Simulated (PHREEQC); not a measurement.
A column of 0.2 m (30 cells, dispersivity 0.01 m, 60 s a shift, diffusion coefficient 3e-10 m²/s) holds 0.0023 eq of the database's cation exchanger X per kg of pore water, first in equilibrium with 0.0013 mol MgSO4 and 1e-05 mol HCl per kg of water. It is flushed with 0.00069 mol/kgw MgCl2, 0.00081 mol/kgw (NH4)2SO4 and 1e-05 mol/kgw HCl, at 40 °C. Values are for the last cell. No CO2 enters from the air. Nothing may precipitate in this run.

Base run: PHREEQC, ion-association model, phreeqc.dat. Each further column changes one thing. The table gives Mg in solution (mol/kgw).

```tsv
pore volumes	base	exchange capacity from 0.0023 to 0.0011 eq/kgw	dispersivity from 0.01 to 0.02 m
0	0.00130	0.00130	0.00130
0.6833	0.00127	0.00124	0.00122
1.35	0.000875	0.000819	0.000884
2.017	0.000716	0.000702	0.000740
2.683	0.000693	0.000691	0.000702
3.35	0.000690	0.000690	0.000693
4.017	0.000690	0.000690	0.000691
```

At this temperature some constants are extrapolated from 25 °C, and those without enthalpy data are left unchanged.
